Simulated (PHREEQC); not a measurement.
A solution holds 0.19 mol/kgw H2SO4 and 0.12 mol/kgw ZnSO4, at 25 °C. Closed to the air; pH follows from the charge balance.

Equilibrium calculation in PHREEQC: ion-association model, phreeqc.dat.

```json
[
 {"quantity": "pH", "before": "0.86", "after": "1.68"},
 {"quantity": "ionic strength (mol/kgw)", "before": "0.459", "after": "0.0596"},
 {"quantity": "HSO4- (mol/kgw)", "before": "0.199", "after": "0.0135"},
 {"quantity": "SO4-2 (mol/kgw)", "before": "0.0506", "after": "0.0124"}
]
```

Task: Name the change that produced these shifts.
(A) H2SO4 from 0.19 to 0.171 mol/kgw
(B) temperature from 25 to 90 °C
(C) ZnSO4 from 0.12 to 0.24 mol/kgw
(D) diluted 10-fold with water
(E) ZnSO4 left out

Result: D, diluted 10-fold with water

No solid was allowed to form.
